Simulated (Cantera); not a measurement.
A perfectly stirred reactor is fed with C3H8 : O2 : N2 : CO2 = 1 : 2.94 : 11.1 : 4.4 (molar parts), equivalence ratio 1.7, at 4.93 atm; it is adiabatic with a 750 K inlet, and is followed from long to short residence time, starting on the burning branch (τ in s: 0.27, 0.11, 0.045, 0.018, 0.0073, 0.003, 0.0012, 0.00049, 0.0002, 8e-05, 3.2e-05).

Detailed kinetics in Cantera: GRI-Mech 3.0 (53 species, 325 reactions). GRI-Mech 3.0 was tuned for natural gas; its chemistry of propane as a main component is partial and can be far from experiment.

One state of this run: T (K) = 1768; x C3H8 = 2.06e-5; x O2 = 0.00273; x CO2 = 0.194; x N2O = 7.59e-9; x H2O = 0.142; x CH3 = 0.000199; x CO = 0.126. x: mole fraction; the columns are a selection and need not sum to one.

Task: Which value of τ (s) does it belong to?
A. 0.0030
B. 0.0073
C. 0.00049
D. 0.0012

Result: B, 0.0073
